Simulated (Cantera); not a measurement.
Adiabatic ignition

An adiabatic, constant-pressure homogeneous reactor starts with C₃H₈ : O₂ : N₂ = 1 : 2.78 : 10.4 (molar parts), equivalence ratio 1.8, at 1598 K and 101000 Pa.

Model: GRI-Mech 3.0 (53 species, 325 reactions), integrated in Cantera. GRI-Mech 3.0 was tuned for natural gas; its chemistry of propane as a main component is partial and can be far from experiment.

```tsv
t (s)	T (K)	x C₃H₈	x O₂	x CH₂O	x H	x C₂H₄
3.00e-6	1583	0.0674	0.195	0.000195	3.64e-5	0.00232
1.59e-5	1575	0.0465	0.183	0.00400	9.78e-5	0.0215
8.45e-5	2736	<1e-12	0.000254	7.57e-9	0.0173	1.42e-12
0.000448	2721	<1e-12	0.000297	6.10e-9	0.0188	<1e-12
0.00238	2715	<1e-12	0.000302	6.01e-9	0.0192	<1e-12
0.0126	2714	<1e-12	0.000299	6.01e-9	0.0191	<1e-12
0.0669	2714	<1e-12	0.000299	6.01e-9	0.0191	<1e-12
0.355	2714	<1e-12	0.000299	6.01e-9	0.0191	<1e-12
1.88	2714	<1e-12	0.000299	6.01e-9	0.0191	<1e-12
10.0	2714	<1e-12	0.000299	6.01e-9	0.0191	<1e-12
```
x: mole fraction; the columns are a selection and need not sum to one.

```
Item                                                                   Value
---------------------------------  -----------------------------------------
time of steepest temperature rise                                    42.2 µs
temperature at 10.0 s                                                 2714 K
equilibrium temperature                                               2714 K
x(C₃H₈) at 10.0 s                      <1e-12 (gas-phase equilibrium <1e-12)
x(O₂) at 10.0 s                    0.000299 (gas-phase equilibrium 0.000299)
x(CH₂O) at 10.0 s                    6.01e-9 (gas-phase equilibrium 6.01e-9)
```
